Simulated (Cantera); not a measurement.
Cantera run, input and output.

```python
import numpy as np
import cantera as ct

surf = ct.Interface("ptcombust.yaml", "Pt_surf")
gas = surf.adjacent["gas"]
gas.TPX = 700, 500000, {'H2': 0.0047, 'O2': 0.14, 'N2': 0.79}
surf.TP = 700, 500000
reactor = ct.FlowReactor(gas, clone=False)
reactor.area = 0.0001  # m2
reactor.surface_area_to_volume_ratio = 3100  # 1/m
reactor.mass_flow_rate = 0.23 * reactor.area * gas.density  # inlet velocity 0.23 m/s
reactor.energy_enabled = False
wall = ct.ReactorSurface(surf, reactor, clone=False)
net = ct.ReactorNet([reactor])
net.rtol, net.atol = 1e-8, 1e-16
show, cover = ['H2', 'O2', 'H2O'], ['PT(S)', 'H(S)', 'O(S)', 'OH(S)', 'CO(S)', 'C(S)']

rows = []
print(f"{'z/m':>9s}{'u/(m/s)':>9s}" + "".join(f"{s:>13s}" for s in show + cover))
for z in [4.2e-05, 8.1e-05, 0.00016, 0.0003, 0.00058, 0.0011, 0.0022, 0.0042]:
    net.advance(z)
    rows.append([reactor.speed, *gas[show].X, *surf[cover].coverages])
    print(f"{z:9.4g}{rows[-1][0]:9.3g}" + "".join(f"{x:13.4e}" for x in rows[-1][1:]))
```

Output:

```
      z/m  u/(m/s)           H2           O2          H2O        PT(S)         H(S)         O(S)        OH(S)        CO(S)         C(S)
  4.2e-05     0.23   2.3987e-03   1.4866e-01   2.6362e-03   2.9148e-02   1.2845e-08   9.6645e-01   4.4005e-03  -1.1422e-25  -8.3752e-29
  8.1e-05     0.23   1.6074e-03   1.4832e-01   3.4295e-03   1.9777e-02   6.1070e-09   9.7635e-01   3.8736e-03   8.1431e-26   8.6763e-29
  0.00016     0.23   9.5436e-04   1.4804e-01   4.0843e-03   1.2168e-02   2.4042e-09   9.8464e-01   3.1942e-03  -5.9809e-26  -1.8233e-29
   0.0003    0.229   5.3965e-04   1.4787e-01   4.5000e-03   7.5801e-03   9.4771e-10   9.8982e-01   2.5974e-03  -1.1816e-26  -8.6491e-30
  0.00058    0.229   2.6371e-04   1.4775e-01   4.7767e-03   4.8738e-03   3.6949e-10   9.9300e-01   2.1225e-03   1.4005e-27   7.6251e-31
   0.0011    0.229   1.0551e-04   1.4768e-01   4.9352e-03   3.5940e-03   1.7106e-10   9.9456e-01   1.8419e-03   3.3876e-27   2.4749e-30
   0.0022    0.229   2.2760e-05   1.4765e-01   5.0182e-03   3.0371e-03   1.0023e-10   9.9526e-01   1.7022e-03   2.5393e-28  -1.0529e-31
   0.0042    0.229   1.7899e-06   1.4764e-01   5.0392e-03   2.9093e-03   8.5334e-11   9.9542e-01   1.6683e-03  -1.1859e-26  -1.2354e-30
```

Cantera simulation using Deutschmann's 1995 Pt surface mechanism with GRI-Mech 3.0 gas chemistry; the numbers are that mechanism's predictions, not measurements. Catalytic surfaces can have several steady states; this one follows from the mechanism file's or the stated starting coverage. Mass transfer to the wall is taken as infinitely fast.
